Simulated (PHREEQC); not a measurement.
## Geothermal or formation water: an equilibrium model

Model water analysis in mmol/kgw, 40 °C, pH 6.68: Na 196; K 8.33; Ca 11.6; Mg 12.5; Cl 204; S(6) 10.9; Alkalinity (meq/kgw) 4.96e-07.

Valence states are taken as typed.

Model: Pitzer model, pitzer.dat, run in PHREEQC.

Precipitation was switched off in this run.

Q: Estimate the activity of water, osmotic coefficient, charge-balance error.

A: activity of water 0.993; osmotic coefficient 0.899; charge-balance error 5.6 %.

Q: In which forms is C present?

A: HCO3- 78 %, CO2 22 % of the C.

Away from 25 °C the constants follow the database's enthalpies or fits; those with neither stay at their 25 °C values.
